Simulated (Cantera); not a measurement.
Source: NASA polynomial tables (part measured, part estimated), evaluated in Cantera. Values are per mole of reaction as written; species without (g) are pure solids or liquids, kept so even where they would boil at 1 bar.

3 P4O10 → 6 P2(g) + 10 O3(g)

| T (K) | ΔH° (kJ) | ΔS° (J/K) | ΔG° (kJ) | log10 K |
|---|---|---|---|---|
| 300 | 11309.8 | 3012.2 | 10406.1 | -1811.84 |
| 475 | 11287.4 | 2956.0 | 9883.3 | -1086.82 |
| 500 | ___ | ___ | ___ | ___ |
| 525 | 11276.5 | 2934.3 | 9736.1 | -968.67 |
| 550 | ___ | ___ | ___ | ___ |
| 575 | 11263.8 | 2911.2 | 9589.9 | -871.16 |
| 600 | 11256.8 | 2899.2 | 9517.3 | -828.54 |
| 625 | ___ | ___ | ___ | ___ |
| 650 | 11241.4 | 2874.5 | 9372.9 | -753.20 |
| 675 | 11233.0 | 2861.9 | 9301.2 | -719.76 |

Question: Some entries are withheld; supply them.

Answer: 
- 500, ΔH° (kJ): 11282.2
- 500, ΔS° (J/K): 2945.3
- 500, ΔG° (kJ): 9809.5
- 500, log10 K: -1024.78
- 550, ΔH° (kJ): 11270.4
- 550, ΔS° (J/K): 2922.9
- 550, ΔG° (kJ): 9662.8
- 550, log10 K: -917.68
- 625, ΔH° (kJ): 11249.3
- 625, ΔS° (J/K): 2887.0
- 625, ΔG° (kJ): 9445.0
- 625, log10 K: -789.35
